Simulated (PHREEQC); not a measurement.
A solution holds 1.5 mol/kgw H2SO4, 0.34 mol/kgw FeCl2 and 2.8e-05 mol/kgw H4SiO4, at 25 °C. Closed to the air; pH follows from the charge balance.

Equilibrium calculation in PHREEQC: Pitzer model, pitzer.dat.

```csv
quantity,before,after
pH,-0.51,-0.53
ionic strength (mol/kgw),3.46,3.05
HSO4- (mol/kgw),1.03,1.23
SO4-2 (mol/kgw),0.470,0.267
```

Name the change that produced these shifts.
(A) FeCl2 replaced by MnCl2 at the same molality
(B) temperature from 25 to 30 °C
(C) FeCl2 left out
(D) 0.02 mol/kgw Ca(OH)2 added
(E) H4SiO4 left out

A, FeCl2 replaced by MnCl2 at the same molality

No solid was allowed to form. In brines, pH and single-ion activities rest on the MacInnes convention.
